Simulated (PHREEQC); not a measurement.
# Brine: speciation

Make-up at 25 °C and 10 atm: 1 mol/kgw NaBr, 0.81 mol/kgw MgSO4 and 2.7 mol/kgw KBr. Closed to the air; pH follows from the charge balance.

Equilibrium calculation in PHREEQC: Pitzer model, pitzer.dat.

Precipitation was switched off in this run.

Q: Predict the activity of water.

A: activity of water 0.830.

The solution is supersaturated, for example in Arcanite, Glaserite, so a real one may precipitate; this is no full list.
